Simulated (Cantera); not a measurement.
Feed: 1 mol TiO2, 2.4 mol CH4, 0.83 mol CO.

Equilibrium computed with Cantera from the NASA thermochemical tables; the gas is ideal and each condensed phase is pure. Candidate condensed phases: C, C6H6, C7H8, C8H18, H2O, Ti, TiC, TiO, TiO2, Ti2O3, Ti3O5, Ti4O7; 113 gas species. Mutual solubility and eutectic melting of coexisting phases are not modelled. TiC, TiO: taken at fixed stoichiometry. Condensed phases not in the tables: solid solutions among these carbides, nitrides and lower oxides. Equilibrium is a limit: real reactors are often held back by kinetics, nucleation or transport.

Stable condensed phases, one row left out:

```
T in K \ P in Pa
              10      32     100     320    1000    3200   10000   32000  100000  320000 1000000
   2373        A       A       A       A       B       B       B       B       B       B       B
   2273        A       A       A       B       B       B       B       B       B       B       C
   2223        A       A       A       B       B       B       B       B       B       C       C
   2173        A       A       B       B       B       B       B       B       B       C       C
   2123        A       B       B       B       B       B       B       B       C       C       C
   2073        A       B       B       B       B       B       B       B       C       C       C
   2023        B       B       B       B       B       B       B       C       C       C       C
   1973        B       B       B       B       B       B       C       C       C       C       C
   1923        B       B       B       B       B       B       C       C       C       C       C
   1873        B       B       B       B       B       C       C       C       C       C       C
   1823        B       B       B       B       B       C       C       C       C       C       C
   1773        B       B       B       B       C       C       C       C       C       C       D
   1723        B       B       B       C       C       C       C       C       C       C       D
```

A: TiC; B: TiC + TiO; C: TiC + Ti2O3; D: TiC + Ti3O5.

Question: Give the row for 2323 K.

Answer: 10: TiC; 32: TiC; 100: TiC; 320: TiC; 1000: TiC + TiO; 3200: TiC + TiO; 10000: TiC + TiO; 32000: TiC + TiO; 100000: TiC + TiO; 320000: TiC + TiO; 1000000: TiC + Ti2O3.
